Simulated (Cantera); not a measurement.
## Silicon epitaxy and polysilicon growth: SiHCl3 + Cl2 + H2

Feed: 1 mol SiHCl3, 0.1 mol Cl2, 22 mol H2, equilibrated at 1.00 Torr.

These are equilibrium values from Cantera (NASA tables, ideal gas, pure condensed phases), not measurements of a reactor. Candidate condensed phases: Si; 19 gas species. The tables' values for SiCl3 are old estimates; treat these amounts as uncertain. Kinetics and transport are ignored.

From 602 °C to 927 °C the condensed part is Si(s). The main Si-bearing gas is SiCl4 at 602 °C and SiCl2 at 927 °C.

```
T (°C)   x H2   x HCl  x SiCl4   x SiCl2  n Si(s)
------  -----  ------  -------  --------  -------
602     0.954  0.0133   0.0273  0.000235    0.247
627     0.952  0.0172   0.0262  0.000422    0.268
652     0.948  0.0219   0.0249  0.000728    0.292
677     0.944  0.0273   0.0232   0.00121    0.318
702     0.939  0.0335   0.0212   0.00193    0.346
727     0.933  0.0403   0.0189   0.00296    0.375
752     0.927  0.0476   0.0163   0.00437    0.402
777     0.921  0.0551   0.0135   0.00617    0.426
802     0.914  0.0624   0.0106   0.00832    0.446
827     0.908  0.0691  0.00792    0.0107    0.460
852     0.903  0.0747  0.00554    0.0131    0.468
877     0.899  0.0790  0.00365    0.0153    0.471
902     0.896  0.0820  0.00229    0.0171    0.471
927     0.894  0.0840  0.00139    0.0186    0.468
```
x: gas mole fraction; n: condensed amount in mol.
